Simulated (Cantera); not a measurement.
**Reactions in the system N-Nb-O**

Cantera with NASA thermochemical tables; ideal gases at 1 bar, condensed phases pure. Values are per mole of reaction as written; species without (g) are pure solids or liquids, kept so even where they would boil at 1 bar.

2 NbO2(g) + NO(g) ⇌ N(g) + Nb2O5

| T (K) | ΔH° (kJ) | ΔS° (J/K) | ΔG° (kJ) | log10 K |
|---|---|---|---|---|
| 2123 | -903.0 | -304.3 | -257.0 | 6.32 |
| 2198 | -894.7 | -300.5 | -234.3 | 5.57 |
| 2273 | -886.4 | -296.8 | -211.9 | 4.87 |
| 2348 | -878.2 | -293.2 | -189.8 | 4.22 |
| 2423 | -869.9 | -289.7 | -167.9 | 3.62 |

NbO2(g) + 4 N(g) ⇌ Nb + 2 N2O(g)

| T (K) | ΔH° (kJ) | ΔS° (J/K) | ΔG° (kJ) | log10 K |
|---|---|---|---|---|
| 2123 | -1525.5 | -420.3 | -633.3 | 15.58 |
| 2198 | -1524.2 | -419.7 | -601.8 | 14.30 |
| 2273 | -1522.9 | -419.1 | -570.4 | 13.11 |
| 2348 | -1521.4 | -418.4 | -538.9 | 11.99 |
| 2423 | -1519.8 | -417.8 | -507.6 | 10.94 |
